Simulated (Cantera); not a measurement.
Charge: 1 mol SiH2Cl2, 0.25 mol HCl, 29 mol H2, equilibrated at 0.0450 bar.

Points: T (K) = 1050, 1250, 1450, 1650, 1850, 2050, 2250.

Cantera's Mixture.equilibrate('TP', solver="vcs", rtol=1e-11, max_steps=5000) on the NASA tables stopped like this:

```
ERROR: FAILURE its = 5001!

*******************************************************************************
CanteraError thrown by MultiPhase::equilibrate:
VCS solver failed. Return code: -1
*******************************************************************************
```

Task: What got this run through?

Result: This is not unique; one that fits is The failure is numerical, not chemical. The same input converged with solver="gibbs", rtol=1e-10, max_steps=50000, and the result passed a check of the equilibrium conditions:
```
log10 of partial pressures in bar; condensed amounts in mol
       T/K        H2       HCL         H        Si     SiCL2     SiCL4    SiHCL3      SiCL        CL    Si(cr)     Si(L)
      1050    -1.363    -3.024    -8.772   -14.638    -4.414    -3.402    -3.724   -11.743   -10.473    0.5455         0
      1250    -1.373    -2.668    -7.002   -11.081    -3.562    -4.189    -4.342    -9.091    -8.365    0.6965         0
      1450    -1.375    -2.628    -5.712    -8.512    -3.391    -5.627    -5.438    -7.398    -7.054    0.7019         0
      1650    -1.375    -2.635    -4.729    -6.572    -3.345    -6.866    -6.380    -6.161    -6.095    0.6809         0
      1850    -1.376    -2.617    -3.957    -5.191    -3.397    -7.865    -7.173    -5.307    -5.317         0    0.7094
      2050    -1.381    -2.603    -3.335    -4.112    -3.471    -8.694    -7.839    -4.653    -4.687         0    0.6807
      2250    -1.398    -2.612    -2.828    -3.227    -3.561    -9.425    -8.430    -4.133    -4.182         0    0.2605
```

The gas is ideal and each condensed phase is pure. The tables' values for SiCl, SiCl3 are old estimates; treat these amounts as uncertain. Gases not in the tables: Si2H6 and higher silanes.
